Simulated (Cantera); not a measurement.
Charge: 1 mol HgO, 3.1 mol H2, held at 527 °C and 0.100 bar.

Equilibrium computed with Cantera from the NASA thermochemical tables; the gas is ideal and each condensed phase is pure. Candidate condensed phases: H2O, Hg, HgO; 10 gas species. Kinetics and transport are ignored.

Base state: H2 0.512, H2O 0.244, Hg 0.244 (mole fractions); condensed: gas only.

**Question.** What changes in the equilibrium state with this change: H2 from 3.1 to 0.054 mol?

**Answer.** 
```tsv
species	before	after
Hg	0.244	0.655
O2	<1e-9	0.310
H2O	0.244	0.0354
H2	0.512	<1e-9
```
